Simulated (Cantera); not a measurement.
Hydrocarbon pyrolysis for carbon deposition

An isothermal, constant-pressure homogeneous reactor starts with 6.67 % CH₄, 93.3 % N₂, at 1900 K and 2670 Pa.

Cantera simulation using GRI-Mech 3.0 (53 species, 325 reactions); the numbers are that mechanism's predictions, not measurements. GRI-Mech 3.0 stops at C3 and has no aromatics, soot or wall deposition, so with more carbon than oxygen in the feed, carbon stays in small species such as C2H2 where larger ones or solid carbon would form. Radical loss at walls, strong at low pressure, is not modelled.

| t (s) | x CH₄ | x H₂ | x H | x C₂H₄ | x CH₂ | x CH₃ |
|---|---|---|---|---|---|---|
| 0.000400 | 0.0664 | 0.000118 | 3.68e-6 | 9.63e-7 | 5.92e-8 | 0.000236 |
| 0.000872 | 0.0661 | 0.000279 | 4.46e-6 | 1.06e-5 | 2.44e-7 | 0.000515 |
| 0.00190 | 0.0653 | 0.000800 | 8.38e-6 | 0.000107 | 9.73e-7 | 0.00111 |
| 0.00414 | 0.0619 | 0.00365 | 2.84e-5 | 0.000910 | 3.47e-6 | 0.00223 |
| 0.00902 | 0.0474 | 0.0208 | 0.000120 | 0.00346 | 8.13e-6 | 0.00316 |
| 0.0197 | 0.0236 | 0.0573 | 0.000289 | 0.00134 | 7.74e-6 | 0.00205 |
| 0.0428 | 0.00917 | 0.0795 | 0.000439 | 0.000208 | 5.11e-6 | 0.000962 |
| 0.0934 | 0.00281 | 0.0891 | 0.000628 | 2.78e-5 | 3.01e-6 | 0.000389 |
| 0.203 | 0.000695 | 0.0922 | 0.000877 | 3.53e-6 | 1.46e-6 | 0.000131 |
| 0.443 | 0.000158 | 0.0929 | 0.00115 | 1.16e-6 | 5.76e-7 | 3.88e-5 |
| 0.966 | 3.44e-5 | 0.0929 | 0.00138 | 9.55e-7 | 1.82e-7 | 1.02e-5 |
| 2.11 | 6.48e-6 | 0.0929 | 0.00148 | 9.33e-7 | 3.95e-8 | 2.05e-6 |
| 4.59 | 1.38e-6 | 0.0929 | 0.00149 | 9.31e-7 | 8.57e-9 | 4.41e-7 |
| 10.0 | 1.05e-6 | 0.0929 | 0.00149 | 9.31e-7 | 6.58e-9 | 3.38e-7 |
x: mole fraction; the columns are a selection and need not sum to one.

Equilibrium at this temperature and pressure: CH₄ 1.76e-6, H₂ 0.0929, H 0.00149, C₂H₄ 1.99e-7, CH₂ 1.10e-8, CH₃ 5.65e-7 (gas phase only).
